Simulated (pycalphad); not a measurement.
All values are pycalphad results on the COST 507 light-alloy database (1999) (1 atm), not direct measurements. The database dates from 1999; later assessments differ in places, in temperatures and in the compounds included. Diffusion is slow at the low end, where real alloys seldom reach equilibrium.

Molar enthalpy of Zr-0.1824Si (wt.%) in equilibrium (SER reference):

| T (K) | H (kJ/mol) | phases |
|---|---|---|
| 2800 | 108.65 | liquid |
| 2680 | 103.60 | liquid |
| 2560 | 98.55 | liquid |
| 2440 | 93.51 | liquid |
| 2320 | 88.46 | liquid |
| 2200 | 83.41 | liquid |
| 2160 | 81.73 | liquid |
| 2120 | 80.05 | liquid |
| 2080 | 63.56 | bcc + liquid |
| 1960 | 55.72 | bcc + liquid |
| 1840 | 51.02 | bcc + liquid |
| 1800 | 47.72 | bcc + SIZR3 |
| 1760 | 46.43 | bcc + SIZR3 |
| 1720 | 45.16 | bcc + SIZR3 |
| 1600 | 41.42 | bcc + SIZR3 |
| 1480 | 37.79 | bcc + SIZR3 |
| 1360 | 34.26 | bcc + SIZR3 |
| 1240 | 30.82 | bcc + SIZR3 |
| 1120 | 23.32 | hcp + SIZR3 |
| 1000 | 19.32 | hcp + SIZR3 |
| 880 | 15.45 | hcp + SIZR3 |
| 760 | 11.70 | hcp + SIZR3 |
| 640 | 8.09 | hcp + SIZR3 |
| 520 | 4.61 | hcp + SIZR3 |

Cooling from 2120 K to 1800 K, across the freezing range, releases 32.3 kJ/mol, or 356 J/g. The slope is 42 J/(mol K) in the liquid and 32 J/(mol K) just below the solidus, where it includes any heat of precipitation. Liquidus 2116 K, solidus 1814 K. Changes were sought between steps of 40 K, so a narrower field can be missed.

Database names, with the compositions (at.%) that they take in these runs: SIZR3: Zr 75 Si 25.
